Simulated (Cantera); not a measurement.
What does this Cantera script print?

```python
import numpy as np
import cantera as ct

gas = ct.Solution("gri30.yaml")
gas.TPX = 425, 99000, {'CH4': 1, 'C2H6': 0.046, 'C3H8': 0.078, 'O2': 1.82, 'N2': 6.85}
flame = ct.FreeFlame(gas, width=0.04)
flame.set_refine_criteria(ratio=3, slope=0.08, curve=0.16)
flame.transport_model = "mixture-averaged"
flame.solve(loglevel=0, auto=True)
flame.transport_model = "multicomponent"
flame.soret_enabled = False
flame.solve(loglevel=0, refine_grid=True)
z, T = flame.grid, flame.T
thick = (T[-1] - T[0]) / np.gradient(T, z).max()
show = ['CH4', 'C2H6', 'C3H8', 'H', 'H2', 'NO']
print(f"laminar burning velocity  {flame.velocity[0] * 100:.3f} cm/s")
print(f"burnt temperature         {T[-1]:.1f} K")
print(f"thermal thickness         {thick * 1e3:.4f} mm")
print(f"grid points               {len(z)}")
z0 = z[flame.heat_release_rate.argmax()]
print(f"{'z/mm':>9s}{'T/K':>9s}{'u/(m/s)':>9s}" + "".join(f"{s:>11s}" for s in show))
rows = []
for k in (-3, -2, -1.5, -1, -0.5, -0.25, 0, 0.25, 0.5, 1, 2, 4, 8):
    zz = z0 + k * thick
    rows.append([k * thick, np.interp(zz, z, T), np.interp(zz, z, flame.velocity),
                 *(np.interp(zz, z, flame.X[gas.species_index(s)]) for s in show)])
    print(f"{rows[-1][0] * 1e3:9.3f}{rows[-1][1]:9.1f}{rows[-1][2]:9.3f}" + "".join(f"{x:11.3e}" for x in rows[-1][3:]))
```

Result:

```
laminar burning velocity  36.114 cm/s
burnt temperature         2072.4 K
thermal thickness         0.6248 mm
grid points               158
     z/mm      T/K  u/(m/s)        CH4       C2H6       C3H8          H         H2         NO
   -1.875    425.3    0.362  1.018e-01  4.685e-03  7.945e-03  5.520e-16  2.715e-03  2.875e-10
   -1.250    428.8    0.367  1.011e-01  4.662e-03  7.908e-03  2.531e-13  7.834e-03  5.084e-09
   -0.937    445.9    0.384  9.965e-02  4.630e-03  7.857e-03  2.429e-11  1.431e-02  3.429e-08
   -0.625    563.9    0.493  9.255e-02  4.513e-03  7.612e-03  3.087e-08  2.644e-02  4.155e-07
   -0.312   1048.3    0.944  6.319e-02  3.865e-03  4.797e-03  2.227e-05  4.329e-02  4.994e-06
   -0.156   1443.7    1.323  3.612e-02  2.345e-03  1.199e-03  2.843e-04  5.157e-02  1.064e-05
    0.000   1794.7    1.667  1.092e-02  2.720e-04  1.168e-05  1.810e-03  5.641e-02  1.943e-05
    0.156   1960.5    1.825  1.851e-03  7.476e-06  4.992e-09  3.778e-03  5.680e-02  3.324e-05
    0.312   2010.3    1.869  3.303e-04  2.735e-07  2.457e-11  4.549e-03  5.722e-02  4.824e-05
    0.625   2032.4    1.885  2.309e-05  1.408e-09  9.322e-15  4.442e-03  5.882e-02  6.942e-05
    1.250   2043.0    1.893  9.472e-07  2.249e-12  7.832e-17  3.764e-03  5.994e-02  8.862e-05
    2.499   2053.0    1.901  2.055e-08  1.186e-15 -4.224e-18  2.874e-03  6.032e-02  1.008e-04
    4.999   2062.4    1.908  3.566e-10  4.968e-18  4.047e-19  1.958e-03  6.055e-02  1.054e-04
```

Cantera simulation using GRI-Mech 3.0 (53 species, 325 reactions); the numbers are that mechanism's predictions, not measurements. Burning velocities carry a grid error of a few per cent, more on coarse grids.
